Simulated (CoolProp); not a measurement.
Model: reference Helmholtz-energy equation of state, Lemmon 2016, in CoolProp.

### Question
For R115, give the phase and the cv (kJ/(kg K)), speed of sound (m/s) at -61.05 °C and 0.0113 MPa.

### Answer
- -61.05 °C and 0.0113 MPa: gas; cv 0.539, speed of sound 112
